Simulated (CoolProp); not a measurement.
Values from CoolProp's reference Helmholtz-energy equation of state, Span 2000.

Problem. Give the vapour pressure (MPa), vapour density (kg/m³), surface tension (mN/m), liquid conductivity (mW/(m K)) of saturated nitrogen at -192.05, -185.35, -165.55 °C.

Solution. 
| T (°C) | p (MPa) | vapour density (kg/m³) | surface tension (mN/m) | liquid conductivity (mW/(m K)) |
|---|---|---|---|---|
| -192.05 | 0.154 | 6.80 | 8.04 | 137 |
| -185.35 | 0.297 | 12.6 | 6.58 | 124 |
| -165.55 | 1.27 | 53.4 | 2.67 | 85.2 |

Thermal conductivity comes from a separate model (Lemmon 2004). Surface tension comes from a separate correlation (Mulero 2012).
